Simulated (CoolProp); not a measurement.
Aqueous ammonia as a coolant, 25 % by mass, freezing at -55.5 °C, 1 atm.

Computed with CoolProp (Melinder's fits for secondary coolants).

| T (°C) | density (kg/m³) | cp (kJ/(kg K)) | viscosity (mPa s) | Prandtl number |
|---|---|---|---|---|
| -40.7 | ? | 4.325 | 13.9 | 169 |
| -33.4 | 931.4 | 4.301 | 9.03 | 106 |
| -26 | 928.8 | 4.281 | 6.16 | 69.3 |
| -18.6 | 926.0 | ? | ? | 47.8 |
| -11.3 | 922.9 | 4.254 | 3.29 | 34.5 |
| -3.9 | 919.5 | 4.245 | ? | 25.7 |
| 3.4 | 915.9 | ? | ? | 19.7 |
| 10.8 | 912.0 | ? | ? | 15.4 |
| 18.2 | 907.9 | 4.225 | 1.33 | 12.3 |
| 25.5 | 903.6 | 4.220 | 1.10 | 9.88 |

Question: Some entries are withheld; supply them.

Answer: 
- -40.7, density (kg/m³): 933.6
- -18.6, cp (kJ/(kg K)): 4.266
- -18.6, viscosity (mPa s): 4.41
- -3.9, viscosity (mPa s): 2.54
- 3.4, cp (kJ/(kg K)): 4.237
- 3.4, viscosity (mPa s): 2.01
- 10.8, cp (kJ/(kg K)): 4.231
- 10.8, viscosity (mPa s): 1.63
